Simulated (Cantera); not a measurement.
# Carbon deposition, reforming and gasification: CH4 + O2 + N2

A closed system holds: 1 mol CH4, a varied amount of O2, 0.3 mol N2, at 648.15 K and 101000 Pa.

Method: chemical equilibrium by Gibbs-energy minimisation in Cantera with the NASA 1993 tables (ideal gas, pure condensed phases). Candidate condensed phases: C, C6H6, C7H8, C8H18, H2O; 136 gas species. Kinetics and transport are ignored.

```json
[
 {"n(O2) (mol)": "0.011", "log p CH4": "-0.20", "log p N2": "-0.67", "log p H2O": "-1.81", "log p H2": "-0.82", "log p CO2": "-4.22", "log p CO": "-4.43", "log p NH3": "-3.28", "log p C2H6": "-5.36", "n C(graphite)": "0.118"},
 {"n(O2) (mol)": "0.039", "log p CH4": "-0.22", "log p N2": "-0.68", "log p H2O": "-1.28", "log p H2": "-0.83", "log p CO2": "-3.13", "log p CO": "-3.88", "log p NH3": "-3.30", "log p C2H6": "-5.40", "n C(graphite)": "0.143"},
 {"n(O2) (mol)": "0.067", "log p CH4": "-0.24", "log p N2": "-0.69", "log p H2O": "-1.06", "log p H2": "-0.84", "log p CO2": "-2.67", "log p CO": "-3.66", "log p NH3": "-3.32", "log p C2H6": "-5.43", "n C(graphite)": "0.166"},
 {"n(O2) (mol)": "0.095", "log p CH4": "-0.26", "log p N2": "-0.69", "log p H2O": "-0.92", "log p H2": "-0.85", "log p CO2": "-2.38", "log p CO": "-3.51", "log p NH3": "-3.34", "log p C2H6": "-5.46", "n C(graphite)": "0.187"},
 {"n(O2) (mol)": "0.12", "log p CH4": "-0.28", "log p N2": "-0.70", "log p H2O": "-0.84", "log p H2": "-0.86", "log p CO2": "-2.19", "log p CO": "-3.41", "log p NH3": "-3.35", "log p C2H6": "-5.49", "n C(graphite)": "0.204"},
 {"n(O2) (mol)": "0.15", "log p CH4": "-0.30", "log p N2": "-0.71", "log p H2O": "-0.76", "log p H2": "-0.87", "log p CO2": "-2.01", "log p CO": "-3.32", "log p NH3": "-3.37", "log p C2H6": "-5.52", "n C(graphite)": "0.223"},
 {"n(O2) (mol)": "0.18", "log p CH4": "-0.33", "log p N2": "-0.72", "log p H2O": "-0.69", "log p H2": "-0.88", "log p CO2": "-1.86", "log p CO": "-3.25", "log p NH3": "-3.39", "log p C2H6": "-5.55", "n C(graphite)": "0.239"}
]
```
log p: log10 of the partial pressure in bar; n: condensed amount in mol.

From 0.011 mol O2 to 0.18 mol O2 the condensed part is C(graphite). The main C-bearing gas is CH4 throughout. The share of C in condensed phases is highest at 0.18 mol O2 (23.9 %) and lowest at 0.011 mol O2 (11.8 %).
